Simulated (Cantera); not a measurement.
Input (Python, Cantera):

```python
import numpy as np
import cantera as ct

gas = ct.Solution("gri30.yaml")
gas.TPX = 1000, 500000, {'CH4': 1, 'O2': 1, 'N2': 5.8}
reactor = ct.IdealGasConstPressureReactor(gas, energy="on", clone=False)
net = ct.ReactorNet([reactor])
net.rtol, net.atol = 1e-08, 1e-16
show = ['CH4', 'O2', 'N2O', 'HO2', 'NO2', 'H2', 'CO']
times = np.geomspace(7e-06, 0.6, 11)

steps = ct.SolutionArray(gas, extra=["t"])
rows = []
print(f"{'t/s':>10s}{'T/K':>9s}{'P/Pa':>11s}" + "".join(f"{s:>11s}" for s in show))
for t in times:
    while net.time < t:
        t_next = net.step()
        steps.append(gas.state, t=t_next)
    rows.append([np.interp(t, steps.t, y) for y in (steps.T, steps.P, *steps(*show).X.T)])
    print(f"{t:10.3e}{rows[-1][0]:9.1f}{rows[-1][1]:11.4g}" + "".join(f"{x:11.3e}" for x in rows[-1][2:]))
rate = np.gradient(steps.T, steps.t)
print("integrator steps:", len(steps.t))
if steps.T.max() > steps.T[0] + 200:
    print(f"time of steepest temperature rise: {steps.t[rate.argmax()]:.4e} s")
gas.TPX = 1000, 500000, {'CH4': 1, 'O2': 1, 'N2': 5.8}
gas.equilibrate("HP")
print(f"equilibrium (HP): T = {gas.T:.1f} K  " + "  ".join(f"{s} {gas[s].X[0]:.3e}" for s in show))
```

Result:

```
       t/s      T/K       P/Pa        CH4         O2        N2O        HO2        NO2         H2         CO
 7.000e-06   1000.0      5e+05  1.282e-01  1.282e-01  1.208e-18  2.759e-10  5.062e-34  4.329e-14  2.428e-18
 2.180e-05   1000.0      5e+05  1.282e-01  1.282e-01  9.842e-18  8.566e-10  4.394e-32  2.557e-13  7.090e-17
 6.787e-05   1000.0      5e+05  1.282e-01  1.282e-01  8.978e-17  2.642e-09  4.352e-30  2.034e-12  2.203e-15
 2.114e-04   1000.0      5e+05  1.282e-01  1.282e-01  8.293e-16  7.987e-09  3.779e-28  2.010e-11  6.700e-14
 6.581e-04   1000.0      5e+05  1.282e-01  1.282e-01  7.540e-15  2.269e-08  3.505e-26  2.577e-10  2.253e-12
 2.049e-03   1000.0      5e+05  1.282e-01  1.282e-01  6.246e-14  5.304e-08  3.508e-24  4.608e-09  9.885e-11
 6.382e-03   1000.0      5e+05  1.282e-01  1.282e-01  3.880e-13  7.517e-08  2.915e-22  6.934e-08  5.352e-09
 1.987e-02   1000.0      5e+05  1.282e-01  1.282e-01  1.699e-12  9.642e-08  9.286e-21  4.165e-07  1.250e-07
 6.188e-02   1000.2      5e+05  1.282e-01  1.282e-01  8.011e-12  1.807e-07  2.578e-19  2.337e-06  1.924e-06
 1.927e-01   1001.8      5e+05  1.279e-01  1.280e-01  6.490e-11  7.171e-07  2.599e-17  2.951e-05  4.576e-05
 6.000e-01   1876.6      5e+05  2.921e-05  1.245e-09  5.694e-11  1.649e-12  3.034e-13  1.307e-01  9.634e-02
integrator steps: 2779
time of steepest temperature rise: 3.7329e-01 s
equilibrium (HP): T = 1876.4 K  CH4 6.574e-09  O2 1.252e-09  N2O 4.399e-11  HO2 1.660e-12  NO2 1.403e-13  H2 1.308e-01  CO 9.638e-02
```

Detailed kinetics in Cantera: GRI-Mech 3.0 (53 species, 325 reactions).
